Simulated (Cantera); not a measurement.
Feed: 1 mol Si, 0.57 mol NF3, at 775 °C and 0.150 bar.

Equilibrium computed with Cantera from the NASA thermochemical tables; the gas is ideal and each condensed phase is pure. Candidate condensed phases: Si, Si3N4; 16 gas species. Mutual solubility and eutectic melting of coexisting phases are not modelled. The tables' values for SiF3 are old estimates; treat these amounts as uncertain. Equilibrium is a limit: real reactors are often held back by kinetics, nucleation or transport.

Base state: SiF4 0.998, SiF3 0.00200 (mole fractions); condensed: Si(s) + Si3N4(s).

Question: What changes in the equilibrium state with this change: 0.074 mol H2 added?

Answer: 
| species | before | after |
|---|---|---|
| SiF4 | 0.998 | 0.839 |
| H2 | 0 | 0.137 |
| SiHF3 | 0 | 0.0212 |
| SiH2F2 | 0 | 0.000279 |
| HF | 0 | 2.49e-5 |
| SiF3 | 0.00200 | 0.00176 |
| Si(s), mol | 0.145 | 0.142 |
| Si3N4(s), mol | 0.142 | 0.142 |
